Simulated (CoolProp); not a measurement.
Nitrogen at 308.94 K and 0.573 MPa flows at 0.8 m/s in a round tube of 25 mm bore and 15 µm roughness, fully developed (64/Re and Nu = 3.66 if laminar; Colebrook and Gnielinski if turbulent). Each further row changes one setting.

The numbers come from the reference Helmholtz-energy equation of state, Span 2000 in CoolProp.

| case | Reynolds number | Darcy friction factor | pressure drop (Pa/m) | heat-transfer coefficient (W/(m² K)) | mass flow (kg/h) |
|---|---|---|---|---|---|
| as stated | 6810 | 0.0350 | ? | 23.5 | ? |
| velocity 1.6 m/s | 13600 | 0.0295 | 9.46 | 42.3 | 17.7 |
| diameter 50 mm | 13600 | ? | 1.16 | 20.8 | 35.4 |

Q: Some entries are withheld; supply them.

A: 
- as stated, pressure drop (Pa/m): 2.80
- as stated, mass flow (kg/h): 8.84
- diameter 50 mm, Darcy friction factor: 0.0290

Viscosity comes from a separate model (Lemmon 2004). Thermal conductivity comes from a separate model (Lemmon 2004).
